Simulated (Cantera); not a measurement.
Input: 1 mol PbO, 1.5 mol C, 0.14 mol H2, held at 0.0100 bar.

Cantera equilibrium calculation (NASA polynomials, part measured and part estimated; ideal gas, pure solids and liquids). Candidate condensed phases: C, C6H6, C7H8, C8H18, H2O, Pb, PbO, PbO2, Pb3O4; 113 gas species. Rates play no part. All values below are at 1975 K.

Base state: CO 0.466, Pb 0.466, H2 0.0635, H 0.00345, C2H2 (acetylene) 4.13e-5, Pb2 1.11e-5 (mole fractions); condensed: C(graphite).

Question: What changes in the equilibrium state with this change: PbO replaced by CuO?

Answer: 
```
species            before    after
----------------  -------  -------
CO                  0.466    0.576
Cu                      0    0.340
H2                 0.0635   0.0787
Pb                  0.466        0
Cu2                     0  0.00129
Pb2               1.11e-5        0
C2H2 (acetylene)  4.13e-5  5.11e-5
C(graphite), mol    0.500    0.500
Cu(l), mol              0    0.405
```
Further candidate phases: Cu, CuO, Cu(OH)2, Cu2O.
